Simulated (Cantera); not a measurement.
# Abatement and gas-phase synthesis: SF₆ + H₂O

Input: 1 mol SF₆, a varied amount of H₂O, at 3498.15 K and 2.20 mbar.

Method: chemical equilibrium by Gibbs-energy minimisation in Cantera with the NASA 1993 tables (ideal gas, pure condensed phases). Candidate condensed phases: H₂O, H₂SO₄, S; 43 gas species. Kinetics and transport are ignored.

From 0.11 mol H₂O to 0.78 mol H₂O nothing is condensed.

```csv
n(H₂O) (mol),x F,x S,x H,x O,x HF
0.11,0.817,0.137,0.0218,0.0150,0.00844
0.15,0.803,0.135,0.0295,0.0202,0.0112
0.21,0.783,0.133,0.0407,0.0277,0.0151
0.29,0.758,0.129,0.0553,0.0372,0.0198
0.4,0.725,0.125,0.0744,0.0495,0.0255
0.56,0.682,0.118,0.101,0.0660,0.0325
0.78,0.629,0.111,0.134,0.0860,0.0398
```
x: gas mole fraction; nothing condenses.
